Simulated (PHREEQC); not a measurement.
**Buffer: speciation**

Make-up at 20 °C: 1.6 mmol/kgw HF, 0.049 mmol/kgw Na2CO3 and 21 mmol/kgw LiCl. Closed to the air; pH follows from the charge balance.

All values are PHREEQC results (ion-association model, phreeqc.dat), not measurements.

No solid was allowed to form.

Task: Estimate the pH, specific conductance.

Result: pH 3.16; specific conductance 2210 µS/cm.

Task: In which forms is F present?

Result: F- 55 %, HF 45 % of the F.
